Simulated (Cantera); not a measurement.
An isothermal, constant-pressure homogeneous reactor starts with NO : N₂ = 1 : 4.7 (molar parts), at 1675 K and 1.00 bar. Integrator tolerance rtol = 1e-08.

Cantera simulation using GRI-Mech 3.0 (53 species, 325 reactions); the numbers are that mechanism's predictions, not measurements.

```json
[
 {"quantity": "x(NO) at 20.0 s", "before": "0.114 (gas-phase equilibrium 0.00183)", "after": "0.172 (gas-phase equilibrium 0.00183)"},
 {"quantity": "x(N₂O) at 20.0 s", "before": "5.03e-6 (gas-phase equilibrium 1.15e-7)", "after": "1.06e-5 (gas-phase equilibrium 2.19e-8)"},
 {"quantity": "x(O) at 20.0 s", "before": "6.14e-6 (gas-phase equilibrium 1.01e-5)", "after": "1.15e-5 (gas-phase equilibrium 5.34e-5)"},
 {"quantity": "x(O₂) at 20.0 s", "before": "0.0306 (gas-phase equilibrium 0.0868)", "after": "0.00176 (gas-phase equilibrium 0.0868)"},
 {"quantity": "x(N₂) at 20.0 s", "before": "0.855 (gas-phase equilibrium 0.911)", "after": "0.826 (gas-phase equilibrium 0.911)"},
 {"quantity": "x(NO₂) at 20.0 s", "before": "0.000146 (gas-phase equilibrium 3.90e-6)", "after": "1.23e-5 (gas-phase equilibrium 7.40e-7)"}
]
```

### Question
Which change was made?
(A) pressure from 1.00 bar to 0.0360 bar
(B) N2 4.7 to 1.4 parts
(C) NO 1 to 0.33 parts
(D) pressure from 1.00 bar to 1.90 bar

### Answer
A, pressure from 1.00 bar to 0.0360 bar
